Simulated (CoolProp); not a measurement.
Vapour-liquid equilibrium of isohexane (1) + n-hexane (2) at 308.4 K; x and y are mole fractions of (1).

Values from CoolProp's multi-fluid Helmholtz-energy mixture model, Lemmon 2006 and Thol 2019; pair parameters Bell 2016.

| x | bubble pressure, mixture model (bar) | bubble pressure, Raoult's law (bar) | y, mixture model | y, Raoult's law |
|---|---|---|---|---|
| 0.05 | ? | 0.3149 | 0.069 | 0.067 |
| 0.2 | 0.3343 | 0.3322 | ? | 0.255 |
| 0.35 | 0.3526 | 0.3495 | 0.427 | 0.425 |
| 0.5 | 0.3703 | 0.3667 | 0.578 | 0.578 |
| 0.65 | 0.3873 | 0.3840 | 0.715 | 0.718 |
| 0.8 | 0.4036 | 0.4013 | ? | 0.846 |
| 0.95 | 0.4193 | 0.4186 | 0.961 | 0.963 |

### Question
Fill in the missing entries.

### Answer

- 0.05, bubble pressure, mixture model (bar): 0.3155
- 0.2, y, mixture model: 0.258
- 0.8, y, mixture model: 0.842

The largest gap from Raoult's law is +1.0 % in bubble pressure, at x = 0.5. No azeotrope shows between x = 0.05 and 0.95.

The pair parameters rest on a limited set of measurements; away from them the model extrapolates.
